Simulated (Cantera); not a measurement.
An isothermal plug-flow reactor at 1225 K and 760 Torr (inlet), inlet velocity 0.14 m/s, active area per volume 220 1/m; feed CH₄ : O₂ : N₂ : H₂O = 0.0067 : 0.028 : 0.79 : 0.082 (molar parts).

Model: Deutschmann's 1995 Pt surface mechanism with GRI-Mech 3.0 gas chemistry, integrated in Cantera. Catalytic surfaces can have several steady states; this one follows from the mechanism file's or the stated starting coverage. Mass transfer to the wall is taken as infinitely fast.

x: gas mole fraction; θ: surface coverage.

```json
[
 {"z (m)": "4.6e-05", "x CH₄": "0.00695", "x O₂": "0.0301", "x H₂O": "0.0913", "x CO₂": "0.000388", "x CO": "1.32e-5", "θ free Pt": "0.540", "θ O*": "0.456", "θ OH*": "0.00355"},
 {"z (m)": "8.2e-05", "x CH₄": "0.00663", "x O₂": "0.0295", "x H₂O": "0.0919", "x CO₂": "?", "x CO": "1.27e-5", "θ free Pt": "0.541", "θ O*": "0.455", "θ OH*": "0.00356"},
 {"z (m)": "0.00015", "x CH₄": "0.00605", "x O₂": "0.0284", "x H₂O": "0.0930", "x CO₂": "0.00122", "x CO": "1.17e-5", "θ free Pt": "0.543", "θ O*": "0.453", "θ OH*": "0.00358"},
 {"z (m)": "0.00026", "x CH₄": "?", "x O₂": "0.0268", "x H₂O": "0.0946", "x CO₂": "?", "x CO": "?", "θ free Pt": "0.547", "θ O*": "0.450", "θ OH*": "0.00361"},
 {"z (m)": "0.00046", "x CH₄": "0.00391", "x O₂": "0.0244", "x H₂O": "0.0970", "x CO₂": "0.00316", "x CO": "8.14e-6", "θ free Pt": "0.552", "θ O*": "0.445", "θ OH*": "0.00365"},
 {"z (m)": "0.00082", "x CH₄": "0.00229", "x O₂": "0.0214", "x H₂O": "0.100", "x CO₂": "0.00462", "x CO": "5.55e-6", "θ free Pt": "0.559", "θ O*": "0.438", "θ OH*": "0.00370"},
 {"z (m)": "0.0015", "x CH₄": "0.000771", "x O₂": "0.0185", "x H₂O": "0.103", "x CO₂": "0.00606", "x CO": "3.14e-6", "θ free Pt": "0.566", "θ O*": "0.430", "θ OH*": "0.00375"},
 {"z (m)": "0.0026", "x CH₄": "0.000119", "x O₂": "0.0170", "x H₂O": "0.105", "x CO₂": "0.00683", "x CO": "1.25e-6", "θ free Pt": "0.571", "θ O*": "0.426", "θ OH*": "0.00377"},
 {"z (m)": "0.0046", "x CH₄": "3.82e-6", "x O₂": "0.0165", "x H₂O": "0.105", "x CO₂": "0.00711", "x CO": "3.39e-7", "θ free Pt": "0.572", "θ O*": "0.424", "θ OH*": "0.00377"}
]
```

What belongs in the gaps?


- 8.2e-05, x CO₂: 0.000688
- 0.00026, x CH₄: 0.00520
- 0.00026, x CO₂: 0.00199
- 0.00026, x CO: 1.03e-5
